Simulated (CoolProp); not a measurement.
A single-stage vapour-compression cycle with the fluid: evaporating at 301.15 K (dew point), condensing at 370.15 K (bubble point), superheat 5 K, subcooling 0 K, compressor efficiency 0.65, no pressure losses. The same conditions are run with several fluids, on thermodynamics alone (safety and materials aside).

Model: reference Helmholtz-energy equation of state of each fluid (neopentane: Lemmon 2006; chloromethane (R40): Thol 2014; R236FA: Pan 2012; trans-2-butene: Lemmon 2005; propyne: Polt 1992; R1336mzz(E): Akasaka 2023), in CoolProp. The equations of Platzer and Polt are older, rougher fits.

```json
[
 {"fluid": "neopentane", "cooling COP": "1.58", "pressure ratio": "5.59", "discharge temperature (K)": "370.1", "refrigerating effect (kJ/kg)": "132", "volumetric capacity (kJ/m³)": "757"},
 {"fluid": "chloromethane (R40)", "cooling COP": "2.02", "pressure ratio": "4.87", "discharge temperature (K)": "456.2", "refrigerating effect (kJ/kg)": "252", "volumetric capacity (kJ/m³)": "3530"},
 {"fluid": "R236FA", "cooling COP": "1.37", "pressure ratio": "6.05", "discharge temperature (K)": "374.2", "refrigerating effect (kJ/kg)": "53.9", "volumetric capacity (kJ/m³)": "1070"},
 {"fluid": "trans-2-butene", "cooling COP": "1.87", "pressure ratio": "5.52", "discharge temperature (K)": "386.7", "refrigerating effect (kJ/kg)": "209", "volumetric capacity (kJ/m³)": "1280"},
 {"fluid": "propyne", "cooling COP": "1.86", "pressure ratio": "4.97", "discharge temperature (K)": "413.1", "refrigerating effect (kJ/kg)": "272", "volumetric capacity (kJ/m³)": "3050"},
 {"fluid": "R1336mzz(E)", "cooling COP": "1.42", "pressure ratio": "6.54", "discharge temperature (K)": "372.6", "refrigerating effect (kJ/kg)": "55.3", "volumetric capacity (kJ/m³)": "831"}
]
```

The compression ends wet for: neopentane.
